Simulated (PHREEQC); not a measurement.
# Acid mine or pickling water (model solution)

A made-up water analysis in mg/kgw, 29 °C, pH 2.52, pe 11.4:

| constituent | mg/kgw |
|---|---|
| Na | 136 |
| K | 57.2 |
| Ca | 261 |
| Mg | 70 |
| Cl | 181 |
| S(6) as SO4 | 2130 |
| N(5) as NO3 | 7.48 |
| Si as SiO2 | 1.4 |
| B | 2.04 |

Na is adjusted to close the charge balance.
Valence states are taken as typed.

Computed with PHREEQC (ion-association model, wateq4f.dat).

No solid was allowed to form.

Q: Estimate the ionic strength.

A: ionic strength 0.0593 mol/kgw.

Q: In which forms is K present?

A: K+ 95 %, KSO4- 4.6 % of the K.
